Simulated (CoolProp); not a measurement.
A single-stage vapour-compression cycle with R407C: evaporating at 211.15 K (dew point), condensing at 249.15 K (bubble point), superheat 0 K, subcooling 2 K, compressor efficiency 0.75, no pressure losses. Each further row changes one setting.

The numbers come from the reference Helmholtz-energy equation of state, Lemmon 2003 in CoolProp. It is a pseudo-pure fit of the blend.

```tsv
case	cooling COP	pressure ratio	discharge temperature (K)	refrigerating effect (kJ/kg)	volumetric capacity (kJ/m³)
as stated	2.97	9.82	308.2	210	256
evaporating temperature 216.15 K	3.50	7.18	300.3	213	348
condensing temperature 244.15 K	3.40	8.01	299.1	217	264
subcooling 7 K	3.06	9.82	308.2	217	264
superheat 10 K	2.93	9.82	320.1	217	252
compressor efficiency 0.65	2.57	9.82	320.6	210	256
```
